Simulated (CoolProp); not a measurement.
Saturated liquid density (kg/m³) of tetradecamethylhexasiloxane (MD4M): the reference equation beside estimates from Tc = 380.0 °C, pc = 0.8286 MPa, ω = 0.800. Rackett uses Z = 0.29056 − 0.08775 ω.

Values from CoolProp's reference Helmholtz-energy equation of state, Thol 2019.

```tsv
T (°C)	reference	Rackett	Redlich-Kwong	Peng-Robinson
167.85	744.7	951.8	594.4	743.9
180.95	730.7	933.1	582.4	732.6
194.05	716.4	913.9	569.9	720.4
207.05	701.9	894.4	556.9	707.4
220.15	686.8	874.0	543.2	693.2
233.25	671.2	852.9	528.8	677.8
246.35	655.1	831.0	513.6	661.1
259.45	638.2	808.2	497.6	642.9
272.55	620.5	784.2	480.7	622.9
285.65	601.7	758.8	462.7	600.8
298.75	581.5	731.7	443.3	576.1
311.75	559.7	702.6	422.5	548.7
324.85	535.3	670.5	399.6	517.2
```

Absolute difference from the reference over all 13 rows, mean and median: Rackett 26.7 and 26.9 %, Redlich-Kwong 22.0 and 21.6 %, Peng-Robinson 0.9 and 0.8 %.
